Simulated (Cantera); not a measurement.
Mixture: CH₄ : O₂ : N₂ : H₂O = 1 : 1.25 : 4.7 : 0.27 (molar parts), at 4.93 atm, adiabatic and at constant pressure. Ignition delay is the time to a rise of 400 K.

Cantera simulation using GRI-Mech 3.0 (53 species, 325 reactions); the numbers are that mechanism's predictions, not measurements.

Q: What does this change do: pressure from 4.93 atm to 9.87 atm?

A: 
```json
[
 {"quantity": "delay at 1050 K", "before": "0.104 s", "after": "44.8 ms"},
 {"quantity": "delay at 1100 K", "before": "50.4 ms", "after": "21.9 ms"},
 {"quantity": "delay at 1150 K", "before": "25.6 ms", "after": "11.4 ms"},
 {"quantity": "delay at 1200 K", "before": "13.4 ms", "after": "6.13 ms"},
 {"quantity": "delay at 1250 K", "before": "7.26 ms", "after": "3.42 ms"},
 {"quantity": "delay at 1300 K", "before": "4.02 ms", "after": "1.96 ms"},
 {"quantity": "delay at 1350 K", "before": "2.28 ms", "after": "1.14 ms"},
 {"quantity": "apparent activation energy between 1250 and 1350 K", "before": "160 kJ/mol", "after": "150 kJ/mol"}
]
```

Q: What does this change do: pressure from 4.93 atm to 1.00 atm?

A: 
```json
[
 {"quantity": "delay at 1050 K", "before": "0.104 s", "after": "0.636 s"},
 {"quantity": "delay at 1100 K", "before": "50.4 ms", "after": "0.286 s"},
 {"quantity": "delay at 1150 K", "before": "25.6 ms", "after": "0.133 s"},
 {"quantity": "delay at 1200 K", "before": "13.4 ms", "after": "64.8 ms"},
 {"quantity": "delay at 1250 K", "before": "7.26 ms", "after": "32.5 ms"},
 {"quantity": "delay at 1300 K", "before": "4.02 ms", "after": "16.8 ms"},
 {"quantity": "delay at 1350 K", "before": "2.28 ms", "after": "8.93 ms"},
 {"quantity": "apparent activation energy between 1250 and 1350 K", "before": "160 kJ/mol", "after": "180 kJ/mol"}
]
```
